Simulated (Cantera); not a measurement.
A perfectly stirred reactor is fed with CH4 : O2 : N2 : CO2 = 1 : 4.26 : 16 : 1.2 (molar parts), equivalence ratio 0.47, at 0.829 atm; it is adiabatic with a 350 K inlet, and is followed from long to short residence time, starting on the burning branch (τ in s: 0.27, 0.12, 0.055, 0.025, 0.011, 0.0049, 0.0022, 0.00099, 0.00044, 0.0002, 8.9e-05).

Computed with Cantera and GRI-Mech 3.0 (53 species, 325 reactions).

x: mole fraction; the columns are a selection and need not sum to one.

```json
[
 {"τ (s)": "0.27", "T (K)": "1378", "x CH4": "3.01e-5", "x O2": "0.101", "x CO2": "0.0976", "x OH": "0.000209", "x CH3": "…", "x H": "2.43e-6"},
 {"τ (s)": "0.12", "T (K)": "1375", "x CH4": "5.20e-5", "x O2": "0.101", "x CO2": "0.0973", "x OH": "0.000263", "x CH3": "…", "x H": "5.32e-6"},
 {"τ (s)": "0.055", "T (K)": "1370", "x CH4": "8.88e-5", "x O2": "0.101", "x CO2": "0.0967", "x OH": "0.000323", "x CH3": "…", "x H": "1.11e-5"},
 {"τ (s)": "0.025", "T (K)": "1361", "x CH4": "0.000157", "x O2": "0.102", "x CO2": "0.0958", "x OH": "0.000387", "x CH3": "…", "x H": "2.29e-5"},
 {"τ (s)": "0.011", "T (K)": "1343", "x CH4": "0.000304", "x O2": "0.103", "x CO2": "0.0939", "x OH": "0.000436", "x CH3": "…", "x H": "4.60e-5"},
 {"τ (s)": "0.0049", "T (K)": "350", "x CH4": "0.0445", "x O2": "0.190", "x CO2": "0.0534", "x OH": "<1e-12", "x CH3": "<1e-12", "x H": "<1e-12"},
 {"τ (s)": "0.0022", "T (K)": "350", "x CH4": "0.0445", "x O2": "0.190", "x CO2": "0.0534", "x OH": "<1e-12", "x CH3": "<1e-12", "x H": "<1e-12"},
 {"τ (s)": "0.00099", "T (K)": "350", "x CH4": "0.0445", "x O2": "0.190", "x CO2": "0.0534", "x OH": "<1e-12", "x CH3": "<1e-12", "x H": "<1e-12"},
 {"τ (s)": "0.00044", "T (K)": "350", "x CH4": "0.0445", "x O2": "0.190", "x CO2": "0.0534", "x OH": "<1e-12", "x CH3": "<1e-12", "x H": "<1e-12"},
 {"τ (s)": "0.00020", "T (K)": "350", "x CH4": "0.0445", "x O2": "0.190", "x CO2": "0.0534", "x OH": "<1e-12", "x CH3": "<1e-12", "x H": "<1e-12"},
 {"τ (s)": "8.9e-5", "T (K)": "350", "x CH4": "0.0445", "x O2": "0.190", "x CO2": "0.0534", "x OH": "<1e-12", "x CH3": "<1e-12", "x H": "<1e-12"}
]
```

Some entries are withheld; supply them.


- 0.27, x CH3: 2.88e-6
- 0.12, x CH3: 4.63e-6
- 0.055, x CH3: 7.27e-6
- 0.025, x CH3: 1.15e-5
- 0.011, x CH3: 1.94e-5
